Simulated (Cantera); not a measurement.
## Pb + CO2 + CO (metals in furnace atmospheres)

Charge: 1 mol Pb, 2.1 mol CO2, 19 mol CO, at 0.410 bar.

Equilibrium computed with Cantera from the NASA thermochemical tables; the gas is ideal and each condensed phase is pure. Candidate condensed phases: C, Pb, PbO, PbO2, Pb3O4; 15 gas species. Rates play no part.

From 800 °C to 1175 °C the condensed part is Pb(l). From 1250 °C to 1475 °C nothing is condensed. The main Pb-bearing gas is Pb throughout.

```tsv
T (°C)	log p CO	log p CO2	log p Pb	log p PbO	log p Pb2	log p O	n Pb(l)
800	-0.43	-1.39	-4.14	-10.25	-9.20	<-12	0.996
875	-0.43	-1.39	-3.55	-9.17	-8.22	<-12	0.986
950	-0.43	-1.39	-3.04	-8.22	-7.37	<-12	0.953
1025	-0.44	-1.39	-2.59	-7.39	-6.62	<-12	0.868
1100	-0.44	-1.40	-2.19	-6.65	-5.96	<-12	0.664
1175	-0.45	-1.41	-1.84	-5.99	-5.36	-12.33	0.221
1250	-0.45	-1.41	-1.73	-5.61	-5.26	-11.38	0
1325	-0.45	-1.41	-1.73	-5.37	-5.36	-10.52	0
1400	-0.45	-1.41	-1.73	-5.14	-5.45	-9.73	0
1475	-0.45	-1.41	-1.73	-4.94	-5.54	-9.02	0
```
log p: log10 of the partial pressure in bar; n: condensed amount in mol.
